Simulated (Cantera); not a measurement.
Charge: 1 mol SiH4, 0.12 mol O3, at 877 °C and 10.0 mbar.

Method: chemical equilibrium by Gibbs-energy minimisation in Cantera with the NASA 1993 tables (ideal gas, pure condensed phases). Candidate condensed phases: H2O, Si, SiO2; 18 gas species. Mutual solubility and eutectic melting of coexisting phases are not modelled. The tables hold silica as quartz up to 1696 K and as liquid above; real silica turns to tridymite and cristobalite and melts near 1996 K. Equilibrium is a limit: real reactors are often held back by kinetics, nucleation or transport.

Question: What is the equilibrium state?

Answer: 
```json
{
 "x(H2)": "1.000",
 "x(SiO)": "1.19e-5",
 "n(Si(s))": "0.820 mol",
 "n(SiO2(β-quartz))": "0.180 mol",
 "gas_amount": "2.000 mol"
}
```
